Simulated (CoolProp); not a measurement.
Computed with CoolProp (reference Helmholtz-energy equation of state, Gao 2022).

Q: Give the vapour pressure (kPa), liquid density (kg/m³), vapour Z of saturated n-perfluoropentane at 56.85, 61.05 °C.

A: 
```json
[
 {"T (°C)": "56.85", "p (kPa)": "252", "liquid density (kg/m³)": "1490", "vapour Z": "0.891"},
 {"T (°C)": "61.05", "p (kPa)": "285", "liquid density (kg/m³)": "1480", "vapour Z": "0.881"}
]
```
